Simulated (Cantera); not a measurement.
A perfectly stirred reactor is fed with 21.4 % H₂, 48.5 % O₂, 30.1 % N₂, at 100000 Pa; it is held at 1275 K, and followed from long to short residence time.

Model: GRI-Mech 3.0 (53 species, 325 reactions), integrated in Cantera. The temperature is held fixed by assumption; the heat of reaction is taken as removed at once.

Question: Predict: x(H₂) at τ = 2.50 s; x(O₂) at τ = 2.50 s; x(H) at τ = 2.50 s; x(NO) at τ = 2.50 s; x(H₂O) at τ = 2.50 s; x(H₂) at τ = 50.0 ms; x(O₂) at τ = 50.0 ms; x(H) at τ = 50.0 ms; x(NO) at τ = 50.0 ms; x(H₂O) at τ = 50.0 ms.

Answer: 
| Quantity | Result |
|---|---|
| x(H₂) at τ = 2.50 s | 4.05e-5 |
| x(O₂) at τ = 2.50 s | 0.424 |
| x(H) at τ = 2.50 s | 8.71e-8 |
| x(NO) at τ = 2.50 s | 2.48e-7 |
| x(H₂O) at τ = 2.50 s | 0.239 |
| x(H₂) at τ = 50.0 ms | 0.000578 |
| x(O₂) at τ = 50.0 ms | 0.424 |
| x(H) at τ = 50.0 ms | 4.38e-6 |
| x(NO) at τ = 50.0 ms | 1.30e-7 |
| x(H₂O) at τ = 50.0 ms | 0.238 |
